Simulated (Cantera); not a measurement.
**Equilibrium for carbon deposition, reforming and gasification: n-butane + H2O + H2**

Input: 1 mol n-butane, 0.54 mol H2O, a varied amount of H2, at 2823.15 K and 15000 Torr.

Equilibrium computed with Cantera from the NASA thermochemical tables; the gas is ideal and each condensed phase is pure. Candidate condensed phases: C, C6H6, C7H8, C8H18, H2O; 110 gas species. Rates play no part.

| n(H2) (mol) | x H2 | x CO | x C2H2 (acetylene) | x H | x CH4 | n C(graphite) |
|---|---|---|---|---|---|---|
| 1.7 | 0.878 | 0.0689 | 0.0316 | 0.0186 | 0.00147 | 2.93 |
| 2.8 | 0.886 | 0.0603 | 0.0319 | 0.0187 | 0.00150 | 2.85 |
| 4.7 | 0.896 | 0.0497 | 0.0323 | 0.0188 | 0.00153 | 2.70 |
| 7.9 | 0.907 | 0.0383 | 0.0327 | 0.0189 | 0.00157 | 2.47 |
| 13 | 0.917 | 0.0281 | 0.0330 | 0.0190 | 0.00160 | 2.09 |
| 22 | 0.925 | 0.0191 | 0.0333 | 0.0191 | 0.00163 | 1.43 |
| 37 | 0.932 | 0.0124 | 0.0336 | 0.0191 | 0.00165 | 0.318 |
| 63 | 0.947 | 0.00775 | 0.0231 | 0.0193 | 0.00141 | 0 |
x: gas mole fraction; n: condensed amount in mol.

From 1.7 mol H2 to 37 mol H2 the condensed part is C(graphite). At 63 mol H2 nothing is condensed. The main C-bearing gas is CO at 1.7 mol H2 and C2H2 (acetylene) at 63 mol H2. The share of C in condensed phases is highest at 1.7 mol H2 (73.2 %) and lowest at 63 mol H2 (0.0 %).
